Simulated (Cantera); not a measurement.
Feed: 1 mol MgO, 1.9 mol CO, 14 mol H2, at 88.0 Pa.

These are equilibrium values from Cantera (NASA tables, ideal gas, pure condensed phases), not measurements of a reactor. Candidate condensed phases: C, C6H6, C7H8, C8H18, H2O, Mg, MgCO3, MgO, Mg(OH)2; 116 gas species. The tables' values for MgH are old estimates; treat these amounts as uncertain. Rates play no part.

log p: log10 of the partial pressure in bar; n: condensed amount in mol.

```tsv
T (K)	log p H2	log p CO	log p Mg	log p H2O	log p H	log p CO2	n MgO(s)
1273	-3.11	-3.98	-7.55	-7.58	-7.70	___	0.999
1323	-3.11	-3.98	-7.17	-7.20	-7.36	___	0.999
1373	-3.11	-3.98	-6.82	-6.85	-7.03	___	0.997
1423	-3.11	-3.98	-6.50	-6.52	-6.73	___	0.994
1473	-3.11	-3.98	-6.20	-6.22	-6.45	___	0.989
1523	-3.11	-3.98	-5.92	-5.94	-6.19	___	0.978
1573	-3.11	-3.98	-5.66	-5.68	-5.95	___	0.960
1623	-3.12	-3.98	-5.41	-5.43	-5.72	___	0.929
1673	-3.12	-3.98	-5.18	-5.20	-5.50	___	0.880
1723	-3.12	-3.99	-4.97	-4.98	-5.30	___	0.802
1773	-3.13	-3.99	-4.77	-4.78	-5.11	___	0.682
1823	-3.15	-4.00	-4.58	-4.59	-4.94	___	0.505
1873	-3.16	-4.01	-4.40	-4.42	-4.77	___	0.247
1923	-3.18	-4.02	-4.29	-4.31	-4.62	___	0
```

Problem. Fill in the missing entries.

Solution. 
- 1273, log p CO2: -8.67
- 1323, log p CO2: -8.34
- 1373, log p CO2: -8.03
- 1423, log p CO2: -7.75
- 1473, log p CO2: -7.48
- 1523, log p CO2: -7.23
- 1573, log p CO2: -7.00
- 1623, log p CO2: -6.79
- 1673, log p CO2: -6.58
- 1723, log p CO2: -6.39
- 1773, log p CO2: -6.21
- 1823, log p CO2: -6.04
- 1873, log p CO2: -5.88
- 1923, log p CO2: -5.78
